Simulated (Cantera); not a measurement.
Charge: 1 mol Si, 0.68 mol H₂O, 6.9 mol CO, 0.062 mol NH₃, at 5000 Pa.

These are equilibrium values from Cantera (NASA tables, ideal gas, pure condensed phases), not measurements of a reactor. Candidate condensed phases: C, C₆H₆, C₇H₈, C₈H₁₈, H₂O, Si, SiC, SiO₂, Si₂N₂O, Si₃N₄; 151 gas species. Rates play no part.

Question: At 1627 °C, list the 7 most abundant gas species with their mole fractions, and the condensed phases.

Answer: CO 0.803, SiO 0.100, H₂ 0.0916, N₂ 0.00367, H 0.00107, HCN 4.32e-5, Si 3.87e-5. Condensed: SiC(s).
